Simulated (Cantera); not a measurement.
What does this Cantera script print?

```python
import numpy as np
import cantera as ct

gas_names = """
    S2 SF6
""".split()
cond_names = """
    CaF2(a) CaF2(b) CaF2(L) CaS(s)
""".split()


# ... load() reads the species with a 1 bar reference pressure and builds the phases ...
species = {s.name: s for s in load("nasa_gas.yaml", gas_names) + load("nasa_condensed.yaml", cond_names)}
# Each term lists the table entries of one substance; the one whose range holds T is used.
reactions = {
    '2 S2(g) + 3 CaF2 = 3 CaS + SF6(g)':
        [(-2, ['S2']), (-3, ['CaF2(a)', 'CaF2(b)', 'CaF2(L)']), (3, ['CaS(s)']), (1, ['SF6'])],
}


def pick(names, T):
    return next(species[n] for n in names if species[n].thermo.min_temp <= T <= species[n].thermo.max_temp)


results = []
for label, terms in reactions.items():
    print(label)
    print("     T/K   dH/kJ  dS/(J/K)   dG/kJ   log10 K")
    for T in [773, 873, 973, 1073, 1173, 1273, 1373, 1473]:
        used = [(nu, pick(names, T)) for nu, names in terms]
        dH = sum(nu * s.thermo.h(T) for nu, s in used) / 1e6
        dS = sum(nu * s.thermo.s(T) for nu, s in used) / 1e3
        dG = dH - T * dS / 1e3
        logK = -dG * 1e6 / (ct.gas_constant * T * np.log(10))
        results.append((label, T, dH, dS, dG, logK, [s.name for _, s in used]))
        print(f"{T:8g} {dH:8.1f} {dS:8.1f} {dG:8.1f} {logK:8.2f}")
```

Output:

```
2 S2(g) + 3 CaF2 = 3 CaS + SF6(g)
     T/K   dH/kJ  dS/(J/K)   dG/kJ   log10 K
     773    770.9   -222.1    942.6   -63.70
     873    768.7   -224.8    965.0   -57.74
     973    765.8   -228.0    987.6   -53.02
    1073    762.3   -231.4   1010.6   -49.19
    1173    757.9   -235.3   1033.9   -46.04
    1273    752.8   -239.5   1057.6   -43.40
    1373    746.7   -244.1   1081.8   -41.16
    1473    722.8   -260.9   1107.0   -39.26
```

Cantera with NASA thermochemical tables; ideal gases at 1 bar, condensed phases pure. Condensed species are held in their standard states even where they would react or evaporate.
